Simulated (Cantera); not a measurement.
A diamond (100) surface in a fixed gas of H2 with x(CH4) = 0.018, x(H) = 0.016, at 948 K, 0.140 bar; coverages are run to steady state.

Cantera simulation using the Harris–Goodwin 1993 mechanism for the reconstructed diamond (100) surface; the numbers are that mechanism's predictions, not measurements.

θ: site fractions in the mechanism's names (c6HH fully hydrogenated, c6H* and c6*H radical sites, c6** diradical, c6HM methylated).

```tsv
x(CH3)	growth (µm/h)	θ c6HH	θ c6H*	θ c6*H	θ c6**	θ c6HM
1e-06	…	0.645	0.0144	0.334	0.00667	4.27e-5
2.3e-06	…	0.645	0.0144	0.334	0.00667	9.82e-5
5.3e-06	…	0.645	0.0144	0.334	0.00667	0.000226
1.2e-05	…	0.645	0.0144	0.333	0.00667	0.000512
2.8e-05	…	0.644	0.0144	0.333	0.00666	0.00119
6.6e-05	…	0.643	0.0144	0.332	0.00664	0.00281
0.00015	…	0.640	0.0143	0.331	0.00660	0.00635
0.00035	…	0.633	0.0141	0.327	0.00651	0.0146
0.00081	…	0.618	0.0138	0.319	0.00630	0.0330
```

**Question.** Complete the blanks.

**Answer.** 
- 1e-06, growth (µm/h): 0.0578
- 2.3e-06, growth (µm/h): 0.133
- 5.3e-06, growth (µm/h): 0.306
- 1.2e-05, growth (µm/h): 0.693
- 2.8e-05, growth (µm/h): 1.62
- 6.6e-05, growth (µm/h): 3.80
- 0.00015, growth (µm/h): 8.59
- 0.00035, growth (µm/h): 19.8
- 0.00081, growth (µm/h): 44.6
